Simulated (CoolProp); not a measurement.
Computed with CoolProp (reference Helmholtz-energy equation of state, Penoncello 2003).

**Question.** Give the vapour pressure (bar), liquid cp (kJ/(kg K)), surface tension (mN/m), liquid conductivity (mW/(m K)) of saturated CHF3 (R23) at -79.55, -72.65 °C.

**Answer.** 
```tsv
T (°C)	p (bar)	liquid cp (kJ/(kg K))	surface tension (mN/m)	liquid conductivity (mW/(m K))
-79.55	1.17	1.24	16.4	133
-72.65	1.69	1.26	15.1	127
```

Thermal conductivity comes from a separate model (Shan 2000). Surface tension comes from a separate correlation (Mulero 2012).
